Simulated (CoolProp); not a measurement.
Values from CoolProp's reference Helmholtz-energy equation of state, Lemmon 2016.

### Question
Give the vapour pressure (bar), liquid density (kg/m³), enthalpy of vaporisation (kJ/kg), vapour Z of saturated R227EA at 258.6, 302.4 K.

### Answer
| T (K) | p (bar) | liquid density (kg/m³) | enthalpy of vaporisation (kJ/kg) | vapour Z |
|---|---|---|---|---|
| 258.6 | 1.09 | 1540 | 131 | 0.948 |
| 302.4 | 5.17 | 1370 | 109 | 0.849 |
